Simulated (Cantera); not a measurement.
A perfectly stirred reactor is fed with 15.3 % H₂, 17.8 % O₂, 66.9 % N₂, at 1.20 bar; it is adiabatic with a 750 K inlet, and is followed from long to short residence time, starting on the burning branch (τ in s: 0.068, 0.032, 0.015, 0.0071, 0.0033, 0.0016, 0.00074, 0.00035, 0.00017, 7.8e-05).

Detailed kinetics in Cantera: GRI-Mech 3.0 (53 species, 325 reactions).

Predict: blow-out, bracketed by the residence times tried; x(H₂) at τ = 68.0 ms; x(O₂) at τ = 68.0 ms; x(H₂O) at τ = 68.0 ms; x(N₂O) at τ = 68.0 ms; x(O) at τ = 68.0 ms; x(H₂) at τ = 1.60 ms; x(O₂) at τ = 1.60 ms; x(H₂O) at τ = 1.60 ms; x(N₂O) at τ = 1.60 ms; x(O) at τ = 1.60 ms.


| Item | Result |
|---|---|
| blow-out, bracketed by the residence times tried | burning at 78.0 µs, the shortest tried |
| x(H₂) at τ = 68.0 ms | 0.000166 |
| x(O₂) at τ = 68.0 ms | 0.109 |
| x(H₂O) at τ = 68.0 ms | 0.165 |
| x(N₂O) at τ = 68.0 ms | 4.74e-7 |
| x(O) at τ = 68.0 ms | 0.000207 |
| x(H₂) at τ = 1.60 ms | 0.00178 |
| x(O₂) at τ = 1.60 ms | 0.108 |
| x(H₂O) at τ = 1.60 ms | 0.160 |
| x(N₂O) at τ = 1.60 ms | 6.48e-7 |
| x(O) at τ = 1.60 ms | 0.00219 |
